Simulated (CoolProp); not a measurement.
Values from CoolProp's reference Helmholtz-energy equation of state, Lemmon 2006. It is a short technical equation, of lower accuracy than the large ones.

Q: For toluene, give the phase and the density (kg/m³), Joule-Thomson coefficient (K/MPa), expansivity (1/kK), viscosity (µPa s) at 224.45 °C and 0.825 MPa; 224.45 °C and 1.86 MPa; 224.45 °C and 2.06 MPa.

A: 
- 224.45 °C and 0.825 MPa: gas; density 21.6, Joule-Thomson coefficient 16.5, expansivity 3.44, viscosity 11.4
- 224.45 °C and 1.86 MPa: liquid; density 645, Joule-Thomson coefficient 0.114, expansivity 2.38, viscosity 120
- 224.45 °C and 2.06 MPa: liquid; density 646, Joule-Thomson coefficient 0.106, expansivity 2.35, viscosity 120

Viscosity comes from a separate model (Avgeri 2015).
